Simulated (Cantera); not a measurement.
A perfectly stirred reactor is fed with CH4 : O2 : N2 = 1 : 1.43 : 5.37 (molar parts), at 5.00 bar; it is adiabatic with a 325 K inlet, and is followed from long to short residence time, starting on the burning branch (τ in s: 0.037, 0.022, 0.014, 0.0083, 0.0051, 0.0031, 0.0019, 0.0011, 0.0007, 0.00043, 0.00026, 0.00016, 9.6e-05).

Cantera simulation using GRI-Mech 3.0 (53 species, 325 reactions); the numbers are that mechanism's predictions, not measurements.

x: mole fraction; the columns are a selection and need not sum to one.

```json
[
 {"τ (s)": "0.037", "T (K)": "2006", "x CH4": "0.00155", "x O2": "0.000264", "x C2H2": "0.000478", "x C2H4": "6.76e-6", "x HO2": "___", "x H2": "0.0575", "x CH2O": "5.18e-6"},
 {"τ (s)": "0.022", "T (K)": "2008", "x CH4": "0.00202", "x O2": "0.000420", "x C2H2": "0.000746", "x C2H4": "1.24e-5", "x HO2": "___", "x H2": "0.0558", "x CH2O": "7.66e-6"},
 {"τ (s)": "0.014", "T (K)": "2008", "x CH4": "0.00247", "x O2": "0.000624", "x C2H2": "0.00102", "x C2H4": "2.01e-5", "x HO2": "___", "x H2": "0.0541", "x CH2O": "1.07e-5"},
 {"τ (s)": "0.0083", "T (K)": "2007", "x CH4": "0.00304", "x O2": "0.000976", "x C2H2": "0.00137", "x C2H4": "3.39e-5", "x HO2": "___", "x H2": "0.0520", "x CH2O": "1.55e-5"},
 {"τ (s)": "0.0051", "T (K)": "2004", "x CH4": "0.00361", "x O2": "0.00147", "x C2H2": "0.00169", "x C2H4": "5.36e-5", "x HO2": "___", "x H2": "0.0500", "x CH2O": "2.17e-5"},
 {"τ (s)": "0.0031", "T (K)": "1999", "x CH4": "0.00423", "x O2": "0.00221", "x C2H2": "0.00199", "x C2H4": "8.38e-5", "x HO2": "___", "x H2": "0.0481", "x CH2O": "3.06e-5"},
 {"τ (s)": "0.0019", "T (K)": "1989", "x CH4": "0.00491", "x O2": "0.00329", "x C2H2": "0.00224", "x C2H4": "0.000129", "x HO2": "___", "x H2": "0.0462", "x CH2O": "4.28e-5"},
 {"τ (s)": "0.0011", "T (K)": "1970", "x CH4": "0.00587", "x O2": "0.00518", "x C2H2": "0.00246", "x C2H4": "0.000210", "x HO2": "___", "x H2": "0.0442", "x CH2O": "6.29e-5"},
 {"τ (s)": "0.00070", "T (K)": "1943", "x CH4": "0.00703", "x O2": "0.00781", "x C2H2": "0.00257", "x C2H4": "0.000327", "x HO2": "___", "x H2": "0.0425", "x CH2O": "8.94e-5"},
 {"τ (s)": "0.00043", "T (K)": "1882", "x CH4": "0.00958", "x O2": "0.0138", "x C2H2": "0.00258", "x C2H4": "0.000622", "x HO2": "___", "x H2": "0.0401", "x CH2O": "0.000148"},
 {"τ (s)": "0.00026", "T (K)": "325", "x CH4": "0.128", "x O2": "0.183", "x C2H2": "<1e-12", "x C2H4": "<1e-12", "x HO2": "<1e-12", "x H2": "<1e-12", "x CH2O": "<1e-12"},
 {"τ (s)": "0.00016", "T (K)": "325", "x CH4": "0.128", "x O2": "0.183", "x C2H2": "<1e-12", "x C2H4": "<1e-12", "x HO2": "<1e-12", "x H2": "<1e-12", "x CH2O": "<1e-12"},
 {"τ (s)": "9.6e-5", "T (K)": "325", "x CH4": "0.128", "x O2": "0.183", "x C2H2": "<1e-12", "x C2H4": "<1e-12", "x HO2": "<1e-12", "x H2": "<1e-12", "x CH2O": "<1e-12"}
]
```

Fill in the missing entries.


- 0.037, x HO2: 7.90e-8
- 0.022, x HO2: 1.29e-7
- 0.014, x HO2: 1.98e-7
- 0.0083, x HO2: 3.27e-7
- 0.0051, x HO2: 5.24e-7
- 0.0031, x HO2: 8.61e-7
- 0.0019, x HO2: 1.43e-6
- 0.0011, x HO2: 2.63e-6
- 0.00070, x HO2: 4.64e-6
- 0.00043, x HO2: 1.03e-5
